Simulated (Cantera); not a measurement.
A perfectly stirred reactor is fed with 17.7 % CH₄, 81.2 % H₂O, 1.13 % H₂, at 28000 Pa; it is held at 1625 K, and followed from long to short residence time.

Model: GRI-Mech 3.0 (53 species, 325 reactions), integrated in Cantera.

x: mole fraction; the columns are a selection and need not sum to one.

```
τ (s)     x CH₄  x H₂O    x H₂    x C₂H₄     x C₂H   x CH₂CO
-------  ------  -----  ------  --------  --------  --------
9.1      0.0157  0.491   0.379   8.81e-5         ?   6.39e-6
3.1      0.0251  0.538   0.336  0.000185         ?   1.58e-5
1.0      0.0385  0.605   0.275  0.000324         ?   3.30e-5
0.35     0.0560  0.669   0.211  0.000517   3.26e-8   5.09e-5
0.12     0.0812  0.723   0.150  0.000919   3.25e-8   5.88e-5
0.041     0.112  0.762  0.0963   0.00170         ?   4.80e-5
0.014     0.142  0.788  0.0540   0.00257         ?   2.52e-5
0.0047    0.162  0.804  0.0267   0.00234         ?   5.96e-6
0.0016    0.172  0.810  0.0150  0.000921  2.79e-10   3.62e-7
0.00054   0.176  0.812  0.0120  0.000133  6.17e-12   4.01e-9
0.00019   0.176  0.812  0.0114   1.04e-5    <1e-12  1.76e-11
```

Fill in the missing entries.


- 9.1, x C₂H: 5.98e-9
- 3.1, x C₂H: 1.35e-8
- 1.0, x C₂H: 2.45e-8
- 0.041, x C₂H: 2.36e-8
- 0.014, x C₂H: 1.17e-8
- 0.0047, x C₂H: 3.07e-9
